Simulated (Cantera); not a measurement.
Cantera run:

```python
import numpy as np
import cantera as ct

gas_names = [...]  # 110 gases of nasa_gas.yaml made of C, H, O
cond_names = """
    C(gr) C6H6(L) C7H8(L) C8H18(L),n-octa H2O(s) H2O(L)
""".split()


# ... load() reads the species with a 1 bar reference pressure and builds the phases ...
atoms = {
    'CH4': {'C': 1, 'H': 4},
    'O2': {'O': 2},
}
top_T = {'C(gr)': 4500}  # K; cautious upper limits of use, not melting points


# ... equilibrate(T, P, feed) seeds the gas with the atoms and calls Mixture.equilibrate('TP', solver="vcs", rtol=1e-11, max_steps=5000) ...
results = []
T = 525  # K
P = 1333.22  # Pa
for m in [0.01, 0.014, 0.019, 0.026, 0.036, 0.049, 0.068, 0.093, 0.13, 0.17, 0.24, 0.33]:
    feed = {'CH4': 1, 'O2': m}  # mol
    mix = equilibrate(T, P, feed)
    results.append((T, P, feed, dict(zip(mix.species_names, mix.species_moles))))
    x = sorted(zip(gas.X, gas.species_names), reverse=True)
    print(f"T = {T:g} K  P = {P:g} Pa  n(O2) = {m:g} mol  gas = {mix.phase_moles(0):.4g} mol")
    print("   x: " + "  ".join(f"{s} {v:.3e}" for v, s in x if v > 0.001))
    print("   condensed (mol): " + ("  ".join(f"{mix.phase(i).name} {mix.phase_moles(i):.4g}"
          for i in range(1, mix.n_phases) if mix.phase_moles(i) > 1e-12) or "none"))
```

Output:

```
T = 525 K  P = 1333.22 Pa  n(O2) = 0.01 mol  gas = 1.146 mol
   x: CH4 7.450e-01  H2 2.376e-01  H2O 1.737e-02
   condensed (mol): C(gr) 0.1461
T = 525 K  P = 1333.22 Pa  n(O2) = 0.014 mol  gas = 1.15 mol
   x: CH4 7.391e-01  H2 2.367e-01  H2O 2.420e-02
   condensed (mol): C(gr) 0.1499
T = 525 K  P = 1333.22 Pa  n(O2) = 0.019 mol  gas = 1.155 mol
   x: CH4 7.318e-01  H2 2.355e-01  H2O 3.263e-02
   condensed (mol): C(gr) 0.1547
T = 525 K  P = 1333.22 Pa  n(O2) = 0.026 mol  gas = 1.162 mol
   x: CH4 7.216e-01  H2 2.338e-01  H2O 4.425e-02
   condensed (mol): C(gr) 0.1613
T = 525 K  P = 1333.22 Pa  n(O2) = 0.036 mol  gas = 1.172 mol
   x: CH4 7.075e-01  H2 2.315e-01  H2O 6.050e-02
   condensed (mol): C(gr) 0.1705
T = 525 K  P = 1333.22 Pa  n(O2) = 0.049 mol  gas = 1.184 mol
   x: CH4 6.895e-01  H2 2.286e-01  H2O 8.100e-02
   condensed (mol): C(gr) 0.1823
T = 525 K  P = 1333.22 Pa  n(O2) = 0.068 mol  gas = 1.203 mol
   x: CH4 6.642e-01  H2 2.244e-01  H2O 1.097e-01  CO2 1.635e-03
   condensed (mol): C(gr) 0.1989
T = 525 K  P = 1333.22 Pa  n(O2) = 0.093 mol  gas = 1.227 mol
   x: CH4 6.325e-01  H2 2.189e-01  H2O 1.455e-01  CO2 3.016e-03
   condensed (mol): C(gr) 0.2199
T = 525 K  P = 1333.22 Pa  n(O2) = 0.13 mol  gas = 1.263 mol
   x: CH4 5.888e-01  H2 2.112e-01  H2O 1.942e-01  CO2 5.774e-03
   condensed (mol): C(gr) 0.2487
T = 525 K  P = 1333.22 Pa  n(O2) = 0.17 mol  gas = 1.302 mol
   x: CH4 5.453e-01  H2O 2.416e-01  H2 2.033e-01  CO2 9.655e-03
   condensed (mol): C(gr) 0.277
T = 525 K  P = 1333.22 Pa  n(O2) = 0.24 mol  gas = 1.37 mol
   x: CH4 4.779e-01  H2O 3.131e-01  H2 1.903e-01  CO2 1.850e-02
   condensed (mol): C(gr) 0.3194
T = 525 K  P = 1333.22 Pa  n(O2) = 0.33 mol  gas = 1.458 mol
   x: CH4 4.052e-01  H2O 3.862e-01  H2 1.752e-01  CO2 3.319e-02
   condensed (mol): C(gr) 0.3606
```

These are equilibrium values from Cantera (NASA tables, ideal gas, pure condensed phases), not measurements of a reactor.
